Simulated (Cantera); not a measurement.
An isothermal, constant-pressure homogeneous reactor starts with 11.4 % C2H4, 88.6 % H2, at 1425 K and 0.0132 atm.

Model: GRI-Mech 3.0 (53 species, 325 reactions), integrated in Cantera. GRI-Mech 3.0 was tuned for natural gas; its chemistry of ethylene as a main component is partial and can be far from experiment. GRI-Mech 3.0 stops at C3 and has no aromatics, soot or wall deposition, so with more carbon than oxygen in the feed, carbon stays in small species such as C2H2 where larger ones or solid carbon would form. Radical loss at walls, strong at low pressure, is not modelled.

x: mole fraction; the columns are a selection and need not sum to one.

```
t (s)       x C2H4   x H2      x H       x CH3    x C2H6     x CH4    x C2H2
--------  --------  -----  -------  ----------  --------  --------  --------
0.000100     0.114  0.886  1.86e-9      <1e-12  3.96e-11    <1e-12   4.05e-6
0.000316     0.114  0.886  6.22e-9      <1e-12  1.98e-10    <1e-12   1.28e-5
0.00100      0.114  0.886  2.01e-8    3.65e-12  8.07e-10  1.42e-11   4.06e-5
0.00316      0.113  0.886  6.41e-8    1.77e-11   3.62e-9  2.22e-10  0.000129
0.0100       0.113  0.886  2.06e-7    1.03e-10   2.08e-8   3.80e-9  0.000411
0.0316       0.112  0.887  6.97e-7    7.27e-10   1.46e-7   7.99e-8   0.00134
0.100        0.108  0.887  2.99e-6  (withheld)   1.06e-6   1.85e-6   0.00474
0.316       0.0906  0.889  1.00e-5  (withheld)   3.99e-6   3.30e-5    0.0207
1.00        0.0438  0.893  1.30e-5  (withheld)   2.44e-6  0.000146    0.0626
3.16       0.00233  0.898  3.39e-5  (withheld)   2.24e-7  0.000261    0.0998
10.0      0.000750  0.898  5.78e-5  (withheld)   8.44e-8  0.000327     0.101
31.6      0.000750  0.898  5.78e-5  (withheld)   8.45e-8  0.000530     0.101
100       0.000748  0.897  5.77e-5  (withheld)   8.55e-8   0.00116     0.101
```

Fill in the missing entries.


- 0.100, x CH3: 5.55e-9
- 0.316, x CH3: 2.91e-8
- 1.00, x CH3: 5.63e-8
- 3.16, x CH3: 1.99e-7
- 10.0, x CH3: 4.23e-7
- 31.6, x CH3: 6.86e-7
- 100, x CH3: 1.51e-6
